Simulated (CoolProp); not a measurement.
A simple Rankine cycle with propylene: condensing at 306.15 K, boiler at 3.63 MPa, turbine inlet 366.8 K, turbine efficiency 0.7, pump efficiency 0.6, no recuperator. Each further row changes one setting.

Computed with CoolProp (reference Helmholtz-energy equation of state, Lemmon 2013).

```tsv
case	thermal efficiency (%)	net work (kJ/kg)	heat in (kJ/kg)	turbine exit temperature (K)	volume ratio over the turbine
as stated	6.7	24.7	370	319.0	2.82
turbine inlet 386.8 K	7.1	30.0	423	343.7	2.70
condensing temperature 298.15 K	7.9	30.7	391	311.2	3.44
boiler pressure 2.54 MPa	4.8	19.7	408	341.2	1.85
turbine efficiency 0.6	5.4	20.1	370	321.3	2.86
```
